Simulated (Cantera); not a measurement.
Iron carbonyl, mercury and lead vapours: Fe(CO)5 + O2 + H2

A closed system holds: 1 mol Fe(CO)5, 0.55 mol O2, 58 mol H2, at 0.00133 bar.

Method: chemical equilibrium by Gibbs-energy minimisation in Cantera with the NASA 1993 tables (ideal gas, pure condensed phases). Candidate condensed phases: C, C6H6, C7H8, C8H18, Fe, Fe(CO)5, FeO, Fe(OH)2, Fe(OH)3, Fe2O3, Fe3O4, H2O; 114 gas species. The numbers say what is thermodynamically allowed, not how fast it happens.

From 948 K to 1173 K the condensed part is Fe(α). From 1248 K to 1548 K the condensed part is Fe(γ).

```json
[
 {"T (K)": "948", "x H2": "0.906", "x CO": "0.0770", "x H2O": "0.0151", "x CO2": "0.00233", "x H": "1.37e-8", "x Fe": "<1e-12", "x CH4": "1.12e-6", "x OH": "<1e-12", "n Fe(α)": "1.00", "n Fe(γ)": "0"},
 {"T (K)": "1023", "x H2": "0.905", "x CO": "0.0776", "x H2O": "0.0157", "x CO2": "0.00176", "x H": "1.08e-7", "x Fe": "3.36e-11", "x CH4": "1.34e-7", "x OH": "4.92e-12", "n Fe(α)": "1.00", "n Fe(γ)": "0"},
 {"T (K)": "1098", "x H2": "0.905", "x CO": "0.0780", "x H2O": "0.0161", "x CO2": "0.00138", "x H": "6.44e-7", "x Fe": "8.73e-10", "x CH4": "2.14e-8", "x OH": "5.04e-11", "n Fe(α)": "1.00", "n Fe(γ)": "0"},
 {"T (K)": "1173", "x H2": "0.904", "x CO": "0.0783", "x H2O": "0.0163", "x CO2": "0.00111", "x H": "3.07e-6", "x Fe": "1.47e-8", "x CH4": "4.34e-9", "x OH": "3.83e-10", "n Fe(α)": "1.000", "n Fe(γ)": "0"},
 {"T (K)": "1248", "x H2": "0.904", "x CO": "0.0784", "x H2O": "0.0165", "x CO2": "0.000922", "x H": "1.22e-5", "x Fe": "1.75e-7", "x CH4": "1.07e-9", "x OH": "2.27e-9", "n Fe(α)": "0", "n Fe(γ)": "1.000"},
 {"T (K)": "1323", "x H2": "0.904", "x CO": "0.0786", "x H2O": "0.0167", "x CO2": "0.000782", "x H": "4.13e-5", "x Fe": "1.56e-6", "x CH4": "3.08e-10", "x OH": "1.10e-8", "n Fe(α)": "0", "n Fe(γ)": "1.000"},
 {"T (K)": "1398", "x H2": "0.904", "x CO": "0.0787", "x H2O": "0.0168", "x CO2": "0.000676", "x H": "0.000123", "x Fe": "1.09e-5", "x CH4": "1.02e-10", "x OH": "4.51e-8", "n Fe(α)": "0", "n Fe(γ)": "0.999"},
 {"T (K)": "1473", "x H2": "0.903", "x CO": "0.0788", "x H2O": "0.0169", "x CO2": "0.000594", "x H": "0.000329", "x Fe": "6.27e-5", "x CH4": "3.76e-11", "x OH": "1.60e-7", "n Fe(α)": "0", "n Fe(γ)": "0.996"},
 {"T (K)": "1548", "x H2": "0.903", "x CO": "0.0788", "x H2O": "0.0169", "x CO2": "0.000530", "x H": "0.000801", "x Fe": "0.000302", "x CH4": "1.53e-11", "x OH": "5.02e-7", "n Fe(α)": "0", "n Fe(γ)": "0.981"}
]
```
x: gas mole fraction; n: condensed amount in mol.
